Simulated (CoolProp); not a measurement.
Vapour-liquid equilibrium of ethylene (1) + n-perfluorobutane (2) at -18.05 °C; x and y are mole fractions of (1).

The numbers come from the multi-fluid Helmholtz-energy mixture model, Smukala 2000 and Gao 2022; pair parameters Bell 2016 in CoolProp.

| x | bubble pressure (kPa) | y at the bubble point | dew pressure at overall composition x (kPa) | liquid density (mol/L) |
|---|---|---|---|---|
| 0.05 | 271.2 | 0.808 | 53.33 | 7.158 |
| 0.15 | 747.1 | 0.926 | 59.73 | 7.620 |
| 0.25 | 1170 | 0.949 | 67.83 | 8.123 |
| 0.35 | 1475 | 0.958 | 78.42 | 8.673 |
| 0.45 | 1666 | 0.962 | 92.87 | 9.276 |
| 0.55 | 1788 | 0.965 | 113.8 | 9.945 |
| 0.65 | 1894 | 0.968 | 146.8 | 10.69 |
| 0.75 | 2027 | 0.972 | 206.9 | 11.55 |
| 0.85 | 2217 | 0.979 | 350.6 | 12.56 |
| 0.95 | 2487 | 0.991 | 1184 | 13.80 |

No azeotrope shows between x = 0.05 and 0.95.

The pair parameters rest on a limited set of measurements; away from them the model extrapolates. The gap from Raoult's law changes sign with composition, which may be real or a fault of the pair parameters; it wasn't checked against measurements. With so large a gap from Raoult's law the liquid may split in two, which this calculation doesn't test in full.
